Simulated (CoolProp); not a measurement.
Isopentane at several states: fugacity coefficient from the reference equation and from simpler models built on Tc = 460.3 K, pc = 3378 kPa, ω = 0.227; each cubic takes its own stable root.

Model: reference Helmholtz-energy equation of state, Lemmon 2006, in CoolProp. It is a short technical equation, of lower accuracy than the large ones.

| T (K) | p (kPa) | phase | reference | van der Waals | Redlich-Kwong |
|---|---|---|---|---|---|
| 243.1 | 4840 | liquid | 0.002066 | [?] | 0.004278 |
| 150.7 | 334 | liquid | [?] | 0.008515 | [?] |
| 206.2 | 436 | liquid | [?] | [?] | [?] |
| 233.5 | 51.7 | liquid | 0.08484 | 0.9787 | 0.1790 |

Problem. Some entries are withheld; supply them.

Solution. 
- 243.1, van der Waals: 0.03957
- 150.7, reference: 2.396e-6
- 150.7, Redlich-Kwong: 5.729e-6
- 206.2, reference: 0.001439
- 206.2, van der Waals: 0.09979
- 206.2, Redlich-Kwong: 0.003406

At some of these states van der Waals gives the other phase, because its saturation line lies elsewhere.
